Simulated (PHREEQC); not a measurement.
Solution (50 °C): 5.7 mmol/kgw Al2(SO4)3. Closed to the air; pH follows from the charge balance.

Model: ion-association model, phreeqc.dat, run in PHREEQC.

```csv
quantity,before,after
pH,3.75,4.57
ionic strength (mol/kgw),0.0256,0.0300
AlSO4+ (mol/kgw),0.00846,0.00688
SO4-2 (mol/kgw),0.00645,0.00810
Al+3 (mol/kgw),0.00162,0.00116
Al(SO4)2- (mol/kgw),0.00103,0.00101
SI of Gibbsite (Al(OH)3),+1.13,+3.40
```

Q: Name the change that produced these shifts.
A. Al2(SO4)3 from 0.0057 to 0.00114 mol/kgw
B. temperature from 50 to 55 °C
C. Al2(SO4)3 from 0.0057 to 0.0114 mol/kgw
D. Al2(SO4)3 from 0.0057 to 0.00627 mol/kgw
E. 0.0037 mol/kgw NaHCO3 added

A: E, 0.0037 mol/kgw NaHCO3 added

This is a speciation only: nothing precipitates in the calculation. Some of these states are supersaturated (in Gibbsite (slow to form), Al(OH)3(a), for instance). Away from 25 °C the constants follow the database's enthalpies or fits; those with neither stay at their 25 °C values.
